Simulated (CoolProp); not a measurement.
Methane along the isotherm -116.55 °C: density (kg/m³) from the reference equation and from simpler models built on Tc = -82.6 °C, pc = 4.599 MPa, ω = 0.011; each cubic takes its own stable root.

Computed with CoolProp (reference Helmholtz-energy equation of state, Setzmann 1991).

```csv
p (MPa),phase,reference,van der Waals,Redlich-Kwong,Soave-Redlich-Kwong,Peng-Robinson
0.145,gas,1.821,1.814,1.821,1.821,1.823
0.219,gas,2.778,2.762,2.779,2.778,2.784
0.331,gas,4.266,4.227,4.267,4.265,…
0.499,gas,6.597,6.498,6.596,6.592,6.626
0.753,gas,10.38,10.13,10.37,10.36,10.45
1.14,gas,16.97,16.20,16.91,16.88,17.10
1.71,liquid,345.0,26.99,329.1,326.8,370.1
2.59,liquid,347.7,236.9,333.1,331.0,…
3.9,liquid,351.3,243.1,338.5,336.6,380.2
5.89,liquid,356.1,250.4,345.7,343.9,388.0
8.88,liquid,362.5,258.8,354.8,353.3,397.8
13.4,liquid,370.7,268.3,366.0,364.7,409.8
20.2,liquid,380.8,278.6,379.2,378.2,424.1
30.5,liquid,393.1,289.6,394.4,…,440.3
46,liquid,407.7,300.9,411.0,…,458.1
```

Some entries are withheld; supply them.


- 0.331, Peng-Robinson: 4.279
- 2.59, Peng-Robinson: 374.4
- 30.5, Soave-Redlich-Kwong: 393.6
- 46, Soave-Redlich-Kwong: 410.4

At some of these states van der Waals gives the other phase, because its saturation line lies elsewhere.
